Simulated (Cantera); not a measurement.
Cantera run, input and output.

```python
import numpy as np
import cantera as ct

gas = ct.Solution("gri30.yaml")
gas.TPX = 1325, 83000, {'CH4': 1, 'H2': 0.036, 'O2': 3.15, 'N2': 11.9}
reactor = ct.IdealGasReactor(gas, energy="on", clone=False)
net = ct.ReactorNet([reactor])
net.rtol, net.atol = 1e-08, 1e-16
show = ['CH4', 'H2', 'O2', 'CH2CO', 'NO', 'CH2O', 'OH']
times = np.geomspace(2e-06, 0.4, 12)

steps = ct.SolutionArray(gas, extra=["t"])
rows = []
print(f"{'t/s':>10s}{'T/K':>9s}{'P/Pa':>11s}" + "".join(f"{s:>11s}" for s in show))
for t in times:
    while net.time < t:
        t_next = net.step()
        steps.append(gas.state, t=t_next)
    rows.append([np.interp(t, steps.t, y) for y in (steps.T, steps.P, *steps(*show).X.T)])
    print(f"{t:10.3e}{rows[-1][0]:9.1f}{rows[-1][1]:11.4g}" + "".join(f"{x:11.3e}" for x in rows[-1][2:]))
rate = np.gradient(steps.T, steps.t)
print("integrator steps:", len(steps.t))
if steps.T.max() > steps.T[0] + 200:
    print(f"time of steepest temperature rise: {steps.t[rate.argmax()]:.4e} s")
gas.TPX = 1325, 83000, {'CH4': 1, 'H2': 0.036, 'O2': 3.15, 'N2': 11.9}
gas.equilibrate("UV")
print(f"equilibrium (UV): T = {gas.T:.1f} K  " + "  ".join(f"{s} {gas[s].X[0]:.3e}" for s in show))
```

Output:

```
       t/s      T/K       P/Pa        CH4         H2         O2      CH2CO         NO       CH2O         OH
 2.000e-06   1325.0    8.3e+04  6.217e-02  2.238e-03  1.958e-01  1.811e-26  4.095e-20  1.668e-11  1.668e-10
 6.067e-06   1325.0    8.3e+04  6.217e-02  2.238e-03  1.958e-01  1.427e-23  4.006e-19  1.691e-10  3.409e-10
 1.840e-05   1325.0    8.3e+04  6.217e-02  2.238e-03  1.958e-01  4.877e-21  2.039e-18  1.684e-09  5.242e-10
 5.582e-05   1325.0    8.3e+04  6.217e-02  2.238e-03  1.958e-01  1.412e-18  1.020e-17  1.692e-08  1.185e-09
 1.693e-04   1325.0    8.3e+04  6.216e-02  2.238e-03  1.958e-01  5.887e-16  7.234e-17  1.928e-07  4.115e-09
 5.136e-04   1325.0    8.3e+04  6.215e-02  2.238e-03  1.958e-01  7.420e-13  9.412e-16  3.223e-06  2.311e-08
 1.558e-03   1325.9  8.305e+04  6.197e-02  2.235e-03  1.957e-01  3.529e-09  2.476e-14  7.836e-05  1.694e-07
 4.725e-03   1349.8  8.458e+04  5.848e-02  2.667e-03  1.932e-01  4.055e-06  1.011e-12  1.080e-03  1.866e-06
 1.433e-02   2636.9  1.676e+05  2.427e-17  3.860e-03  6.363e-02  2.788e-19  1.472e-02  2.924e-11  1.502e-02
 4.347e-02   2636.1  1.676e+05  2.420e-17  3.856e-03  6.340e-02  2.771e-19  1.522e-02  2.916e-11  1.498e-02
 1.319e-01   2636.1  1.676e+05  2.420e-17  3.856e-03  6.340e-02  2.771e-19  1.522e-02  2.916e-11  1.498e-02
 4.000e-01   2636.1  1.676e+05  2.420e-17  3.856e-03  6.340e-02  2.771e-19  1.522e-02  2.916e-11  1.498e-02
integrator steps: 2106
time of steepest temperature rise: 5.6963e-03 s
equilibrium (UV): T = 2636.1 K  CH4 3.426e-17  H2 3.856e-03  O2 6.340e-02  CH2CO 3.255e-19  NO 1.522e-02  CH2O 2.916e-11  OH 1.498e-02
```

Computed with Cantera and GRI-Mech 3.0 (53 species, 325 reactions).
